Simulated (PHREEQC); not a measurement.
HCl is added in steps, without added water, to 1 kg of water holding 3.7 mmol/kgw H3BO3, 93 mmol/kgw Na2HPO4 and 0.13 mmol/kgw NaCl, at 90 °C. Oxygen is held at 0.21 atm. CO2 is held at log p = -2 (atm). Solids allowed: Halite, Nahcolite, Natron. Others were left out.

Base run: PHREEQC, ion-association model, wateq4f.dat. Each further column changes one thing. The table gives pH.

```tsv
HCl added (mol)	base	0.12 mol/kgw KOH added	diluted 5-fold with water	diluted 10-fold with water	no solid may form
0	7.75	8.71	7.58	7.47	7.75
0.0275	6.93	8.63	2.65	2.00	6.93
0.055	6.41	8.53	1.75	1.51	6.41
0.06875	6.13	8.46	1.55	1.38	6.13
0.09625	3.74	8.24	1.31	1.20	3.74
0.1237	2.65	7.57	1.16	1.08	2.65
0.1512	2.21	6.79	1.04	0.98	2.21
0.165	2.02	6.53	1.00	0.94	2.02
0.1925	1.70	5.96	0.92	0.87	1.70
0.22	1.45	3.38	0.85	0.81	1.45
```

H3PO4, which wateq4f.dat lacks, is added to it with the constant of phreeqc.dat. Constants without temperature data keep their 25 °C values here.
